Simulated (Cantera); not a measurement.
Thermodynamics of carbon deposition, reforming and gasification, feed CH₄ + NH₃ + N₂

A closed system holds: 1 mol CH₄, 0.29 mol NH₃, 8 mol N₂, at 13300 Pa.

Method: chemical equilibrium by Gibbs-energy minimisation in Cantera with the NASA 1993 tables (ideal gas, pure condensed phases). Candidate condensed phases: C, C₆H₆, C₇H₈, C₈H₁₈; 92 gas species. The numbers say what is thermodynamically allowed, not how fast it happens.

```
T (°C)  log p N₂  log p H₂  log p H  log p HCN  log p HNC  log p C₂H₂ (acetylene)  log p CN  log p C₂N₂  n C(graphite)
------  --------  --------  -------  ---------  ---------  ----------------------  --------  ----------  -------------
1750       -0.99     -1.52    -3.48      -3.05      -4.28                   -4.57     -6.61       -6.64          0.921
1800       -0.99     -1.53    -3.34      -2.97      -4.16                   -4.44     -6.35       -6.44          0.903
1850       -0.99     -1.53    -3.21      -2.89      -4.05                   -4.31     -6.09       -6.26          0.883
1900       -0.99     -1.53    -3.08      -2.82      -3.94                   -4.19     -5.84       -6.08          0.861
1950       -0.99     -1.54    -2.96      -2.76      -3.84                   -4.08     -5.61       -5.92          0.835
2000       -1.00     -1.54    -2.85      -2.69      -3.75                   -3.97     -5.39       -5.76          0.805
2050       -1.00     -1.55    -2.74      -2.63      -3.66                   -3.87     -5.17       -5.60          0.773
2100       -1.00     -1.56    -2.63      -2.57      -3.57                   -3.77     -4.97       -5.46          0.736
2150       -1.00     -1.57    -2.54      -2.52      -3.49                   -3.68     -4.77       -5.32          0.696
2200       -1.00     -1.58    -2.44      -2.47      -3.42                   -3.60     -4.59       -5.18          0.652
```
log p: log10 of the partial pressure in bar; n: condensed amount in mol.

From 1750 °C to 2200 °C the condensed part is C(graphite). The main C-bearing gas is HCN throughout. The share of C in condensed phases is highest at 1750 °C (92.1 %) and lowest at 2200 °C (65.2 %).
